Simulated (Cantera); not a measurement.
Charge: 1 mol n-butane, 0.33 mol NH3, 5.7 mol H2O, equilibrated at 0.100 bar.

Equilibrium computed with Cantera from the NASA thermochemical tables; the gas is ideal and each condensed phase is pure. Candidate condensed phases: C, C6H6, C7H8, C8H18, H2O; 136 gas species. Equilibrium is a limit: real reactors are often held back by kinetics, nucleation or transport. All values below are at 875 °C.

Base state: H2 0.644, CO 0.234, H2O 0.0846, CO2 0.0261, N2 0.0107 (mole fractions); condensed: gas only.

**Question.** What changes in the equilibrium state with this change: H2O from 5.7 to 0.85 mol?

**Answer.** 
| species | before | after |
|---|---|---|
| H2 | 0.644 | 0.860 |
| CO | 0.234 | 0.115 |
| N2 | 0.0107 | 0.0225 |
| H2O | 0.0846 | 0.000476 |
| CO2 | 0.0261 | 5.40e-5 |
| CH4 | 8.47e-6 | 0.00176 |
| C(graphite), mol | 0 | 3.14 |
